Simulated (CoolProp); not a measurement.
Vapour-liquid equilibrium of toluene (1) + ethylbenzene (2) at 81.9 kPa; x and y are mole fractions of (1).

The numbers come from the multi-fluid Helmholtz-energy mixture model, Lemmon 2006 and Zhou 2012; pair parameters Bell 2016 in CoolProp.

| x | bubble temperature, mixture model (K) | bubble temperature, Raoult's law (K) | y, mixture model | y, Raoult's law |
|---|---|---|---|---|
| 0.05 | 399.8 | 399.8 | 0.094 | 0.096 |
| 0.15 | 396.6 | 396.5 | 0.256 | 0.263 |
| 0.25 | 393.7 | 393.5 | 0.393 | 0.405 |
| 0.35 | ? | 390.7 | 0.511 | 0.526 |
| 0.45 | 388.6 | 388.1 | 0.615 | 0.629 |
| 0.55 | ? | 385.7 | 0.707 | 0.718 |
| 0.65 | ? | 383.4 | 0.789 | 0.796 |
| 0.75 | ? | 381.2 | 0.861 | 0.864 |
| 0.85 | 379.5 | 379.2 | ? | 0.923 |
| 0.95 | 377.4 | 377.3 | 0.977 | 0.976 |

Task: Complete the blanks.

Result: 
- 0.35, bubble temperature, mixture model (K): 391.1
- 0.55, bubble temperature, mixture model (K): 386.2
- 0.65, bubble temperature, mixture model (K): 383.9
- 0.75, bubble temperature, mixture model (K): 381.6
- 0.85, y, mixture model: 0.924

The largest gap from Raoult's law is +0.5 K in bubble temperature, at x = 0.55. No azeotrope shows between x = 0.05 and 0.95.

The pair parameters rest on a limited set of measurements; away from them the model extrapolates.
